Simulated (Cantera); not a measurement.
Feed: 1 mol SiH4, 0.26 mol HCl, 22 mol H2, held at 2025 °C.

Method: chemical equilibrium by Gibbs-energy minimisation in Cantera with the NASA 1993 tables (ideal gas, pure condensed phases). Candidate condensed phases: Si; 19 gas species. The tables' values for SiCl are old estimates; treat these amounts as uncertain. Gases not in the tables: Si2H6 and higher silanes. Rates play no part.

x: gas mole fraction; n: condensed amount in mol.

```tsv
P (Pa)	x H2	x H	x Si	x HCl	x Cl	x SiH	x Si2	n Si(l)
100	0.703	0.254	0.0341	0.00706	0.00184	0.000333	2.44e-5	0
240	0.782	[?]	0.0353	0.00797	[?]	[?]	[?]	0
560	0.836	0.117	0.0357	0.00855	0.000862	0.000902	0.000150	0
1300	0.874	[?]	0.0353	0.00885	[?]	[?]	[?]	0
3200	0.908	0.0510	0.0286	0.00902	0.000365	0.00180	0.000550	0.157
7500	0.942	0.0339	0.0122	0.00953	0.000247	0.00120	0.000235	0.628
18000	0.961	0.0221	0.00509	0.00984	0.000163	0.000780	9.78e-5	0.829
42000	0.972	0.0146	0.00218	0.0100	0.000108	0.000513	4.19e-5	0.913
100000	0.978	0.00947	0.000915	0.0101	7.07e-5	0.000334	1.76e-5	0.951
```

Q: Some entries are withheld; supply them.

A: 
- 240, x H: 0.173
- 240, x Cl: 0.00127
- 240, x SiH: 0.000563
- 240, x Si2: 6.28e-5
- 1300, x H: 0.0785
- 1300, x Cl: 0.000572
- 1300, x SiH: 0.00139
- 1300, x Si2: 0.000341
